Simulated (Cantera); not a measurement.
A perfectly stirred reactor is fed with CO : H₂ : O₂ : N₂ = 1 : 0.1 : 1.34 : 5.04 (molar parts), equivalence ratio 0.41, at 101000 Pa; it is adiabatic with a 425 K inlet, and is followed from long to short residence time, starting on the burning branch (τ in s: 0.039, 0.017, 0.007, 0.003, 0.0013, 0.00054, 0.00023, 9.7e-05, 4.1e-05, 1.7e-05, 7.4e-06, 3.1e-06).

Model: GRI-Mech 3.0 (53 species, 325 reactions), integrated in Cantera.

Task: Predict: blow-out, bracketed by the residence times tried; x(CO) at τ = 39.0 ms; x(H₂) at τ = 39.0 ms; x(O₂) at τ = 39.0 ms; x(HO₂) at τ = 39.0 ms; x(NO) at τ = 39.0 ms; x(CO) at τ = 0.230 ms; x(H₂) at τ = 0.230 ms; x(O₂) at τ = 0.230 ms.

Result: 
```
Property                                                                        Value
------------------------------------------------  -----------------------------------
blow-out, bracketed by the residence times tried  burning at 1.30 ms, out at 0.540 ms
x(CO) at τ = 39.0 ms                                                          0.00315
x(H₂) at τ = 39.0 ms                                                          6.18e-5
x(O₂) at τ = 39.0 ms                                                            0.115
x(HO₂) at τ = 39.0 ms                                                         4.22e-6
x(NO) at τ = 39.0 ms                                                          2.74e-5
x(CO) at τ = 0.230 ms                                                           0.134
x(H₂) at τ = 0.230 ms                                                          0.0134
x(O₂) at τ = 0.230 ms                                                           0.179
```
